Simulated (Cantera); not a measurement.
An adiabatic, constant-pressure homogeneous reactor starts with CH₄ : H₂ : O₂ : N₂ = 1 : 0.053 : 1.84 : 6.93 (molar parts), at 1723 K and 1.00 bar. Integrator tolerance rtol = 1e-08.

Detailed kinetics in Cantera: GRI-Mech 3.0 (53 species, 325 reactions).

Task: What does this change do: N2 6.93 to 19 parts?

Result: 
| quantity | before | after |
|---|---|---|
| time of steepest temperature rise | 0.167 ms | 0.338 ms |
| temperature at 0.100 s | 2828 K | 2467 K |
| equilibrium temperature | 2828 K | 2467 K |
| x(CH₄) at 0.100 s | <1e-12 (gas-phase equilibrium <1e-12) | <1e-12 (gas-phase equilibrium <1e-12) |
| x(H₂) at 0.100 s | 0.0296 (gas-phase equilibrium 0.0296) | 0.00835 (gas-phase equilibrium 0.00835) |
| x(O₂) at 0.100 s | 0.0148 (gas-phase equilibrium 0.0148) | 0.00246 (gas-phase equilibrium 0.00246) |
| x(C₂H₂) at 0.100 s | <1e-12 (gas-phase equilibrium <1e-12) | <1e-12 (gas-phase equilibrium <1e-12) |
| x(O) at 0.100 s | 0.00742 (gas-phase equilibrium 0.00742) | 0.000614 (gas-phase equilibrium 0.000614) |
